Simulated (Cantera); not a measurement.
What does this Cantera script print?

```python
import numpy as np
import cantera as ct

gas_names = """
    CL CL2 H HCL H2 N NH NH2 NH3 N2 N2H2 N2H4 Si SiCL SiCL2 SiCL3 SiCL4 SiH SiHCL3 SiH2 SiH2CL2 SiH3
    SiH3CL SiH4 SiN Si2 Si2N Si3
""".split()
cond_names = """
    NH4CL(a) NH4CL(b) Si(cr) Si(L) Si3N4(a)
""".split()


# ... load() reads the species with a 1 bar reference pressure and builds the phases ...
atoms = {
    'Si3N4': {'Si': 3, 'N': 4},
    'HCl': {'H': 1, 'CL': 1},
    'N2': {'N': 2},
}
top_T = {'Si3N4(a)': 2400}  # K; cautious upper limits of use, not melting points


# ... equilibrate(T, P, feed) seeds the gas with the atoms and calls Mixture.equilibrate('TP', solver="vcs", rtol=1e-11, max_steps=5000) ...
results = []
feed = {'Si3N4': 1, 'HCl': 9.7, 'N2': 39}  # mol
P = 1333.22  # Pa
for T in [1550, 1600, 1650, 1700, 1750, 1800, 1850, 1900, 1950]:
    mix = equilibrate(T, P, feed)
    results.append((T, P, feed, dict(zip(mix.species_names, mix.species_moles))))
    x = sorted(zip(gas.X, gas.species_names), reverse=True)
    print(f"T = {T:g} K  P = {P:g} Pa  gas = {mix.phase_moles(0):.4g} mol")
    print("   x: " + "  ".join(f"{s} {v:.3e}" for v, s in x if v > 1e-06))
    print("   condensed (mol): " + ("  ".join(f"{mix.phase(i).name} {mix.phase_moles(i):.4g}"
          for i in range(1, mix.n_phases) if mix.phase_moles(i) > 1e-12) or "none"))
```

It prints:

```
T = 1550 K  P = 1333.22 Pa  gas = 49.99 mol
   x: N2 8.089e-01  HCL 1.019e-01  H2 4.601e-02  SiCL2 3.808e-02  SiCL3 3.813e-03  SiCL4 1.064e-03  CL 1.035e-04  SiHCL3 5.903e-05  H 5.851e-05  SiCL 3.343e-06
   condensed (mol): Si3N4(a) 0.2833
T = 1600 K  P = 1333.22 Pa  gas = 50.3 mol
   x: N2 8.089e-01  HCL 8.821e-02  H2 5.224e-02  SiCL2 4.704e-02  SiCL3 2.860e-03  SiCL4 4.285e-04  CL 1.437e-04  H 1.076e-04  SiHCL3 3.665e-05  SiCL 9.803e-06
   condensed (mol): Si3N4(a) 0.1554
T = 1650 K  P = 1333.22 Pa  gas = 50.57 mol
   x: N2 8.092e-01  HCL 7.500e-02  H2 5.829e-02  SiCL2 5.485e-02  SiCL3 2.045e-03  CL 1.916e-04  H 1.900e-04  SiCL4 1.673e-04  SiCL 2.631e-05  SiHCL3 2.184e-05  Si 3.212e-06
   condensed (mol): Si3N4(a) 0.03709
T = 1700 K  P = 1333.22 Pa  gas = 50.67 mol
   x: N2 8.091e-01  HCL 7.108e-02  H2 6.001e-02  SiCL2 5.749e-02  SiCL3 1.550e-03  H 3.126e-04  CL 2.879e-04  SiCL4 8.232e-05  SiCL 5.272e-05  SiHCL3 1.345e-05  Si 9.703e-06
   condensed (mol): none
T = 1750 K  P = 1333.22 Pa  gas = 50.69 mol
   x: N2 8.088e-01  HCL 7.134e-02  H2 5.975e-02  SiCL2 5.777e-02  SiCL3 1.232e-03  H 4.924e-04  CL 4.534e-04  SiCL 9.097e-05  SiCL4 4.672e-05  Si 2.298e-05  SiHCL3 8.653e-06  SiN 1.230e-06
   condensed (mol): none
T = 1800 K  P = 1333.22 Pa  gas = 50.72 mol
   x: N2 8.084e-01  HCL 7.148e-02  H2 5.951e-02  SiCL2 5.792e-02  SiCL3 9.892e-04  H 7.565e-04  CL 6.955e-04  SiCL 1.522e-04  Si 5.196e-05  SiCL4 2.725e-05  SiHCL3 5.692e-06  SiN 2.389e-06  SiH 1.670e-06
   condensed (mol): none
T = 1850 K  P = 1333.22 Pa  gas = 50.75 mol
   x: N2 8.079e-01  HCL 7.153e-02  H2 5.924e-02  SiCL2 5.792e-02  H 1.136e-03  CL 1.042e-03  SiCL3 8.014e-04  SiCL 2.472e-04  Si 1.123e-04  SiCL4 1.632e-05  SiN 4.471e-06  SiHCL3 3.821e-06  SiH 3.130e-06  Si2N 1.582e-06
   condensed (mol): none
T = 1900 K  P = 1333.22 Pa  gas = 50.79 mol
   x: N2 8.073e-01  HCL 7.154e-02  H2 5.889e-02  SiCL2 5.776e-02  H 1.668e-03  CL 1.529e-03  SiCL3 6.552e-04  SiCL 3.901e-04  Si 2.323e-04  SiCL4 1.003e-05  SiN 8.067e-06  SiH 5.649e-06  Si2N 2.866e-06  SiHCL3 2.613e-06
   condensed (mol): none
T = 1950 K  P = 1333.22 Pa  gas = 50.84 mol
   x: N2 8.064e-01  HCL 7.160e-02  H2 5.838e-02  SiCL2 5.736e-02  H 2.399e-03  CL 2.205e-03  SiCL 5.976e-04  SiCL3 5.404e-04  Si 4.589e-04  SiN 1.400e-05  SiH 9.795e-06  SiCL4 6.328e-06  Si2N 4.955e-06  SiHCL3 1.818e-06  SiH2 1.190e-06  Si2 1.080e-06
   condensed (mol): none
```

Cantera equilibrium calculation (NASA polynomials, part measured and part estimated; ideal gas, pure solids and liquids). The tables' values for SiCl3, SiCl, SiN are old estimates; treat these amounts as uncertain.
